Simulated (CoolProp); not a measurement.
Computed with CoolProp (reference Helmholtz-energy equation of state, Lemmon 2006). It is a short technical equation, of lower accuracy than the large ones.

**Question.** For carbon monoxide, give the phase and the density (kg/m³), cv (kJ/(kg K)), speed of sound (m/s), Joule-Thomson coefficient (K/MPa) at 171.8 K and 176 bar.

**Answer.** 
- 171.8 K and 176 bar: supercritical; density 458, cv 0.878, speed of sound 443, Joule-Thomson coefficient 0.644
